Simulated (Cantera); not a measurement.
A perfectly stirred reactor is fed with H2 : O2 : N2 = 1 : 0.82 : 3.08 (molar parts), at 2.40 bar; it is adiabatic with a 598 K inlet, and is followed from long to short residence time, starting on the burning branch (τ in s: 0.066, 0.022, 0.0072, 0.0024, 0.0008, 0.00026, 8.8e-05, 2.9e-05, 9.6e-06, 3.2e-06).

Model: GRI-Mech 3.0 (53 species, 325 reactions), integrated in Cantera. The hydrogen kinetics of GRI-Mech 3.0 are dated; newer H2 mechanisms differ, most at raised pressure.

Question: Predict: blow-out, bracketed by the residence times tried; x(H2) at τ = 66.0 ms; x(O2) at τ = 66.0 ms; x(H2O2) at τ = 66.0 ms; x(O) at τ = 66.0 ms; x(NO2) at τ = 66.0 ms; x(H2) at τ = 0.260 ms; x(O2) at τ = 0.260 ms; x(H2O2) at τ = 0.260 ms; x(O) at τ = 0.260 ms; x(NO2) at τ = 0.260 ms.

Answer: 
```json
{
 "blow_out_bracketed_by_the_residence_times_tried": "burning at 9.60 µs, out at 3.20 µs",
 "x(H2) at τ = 66.0 ms": "0.000380",
 "x(O2) at τ = 66.0 ms": "0.0716",
 "x(H2O2) at τ = 66.0 ms": "2.43e-7",
 "x(O) at τ = 66.0 ms": "0.000272",
 "x(NO2) at τ = 66.0 ms": "7.91e-7",
 "x(H2) at τ = 0.260 ms": "0.00539",
 "x(O2) at τ = 0.260 ms": "0.0712",
 "x(H2O2) at τ = 0.260 ms": "7.90e-7",
 "x(O) at τ = 0.260 ms": "0.00341",
 "x(NO2) at τ = 0.260 ms": "3.53e-8"
}
```
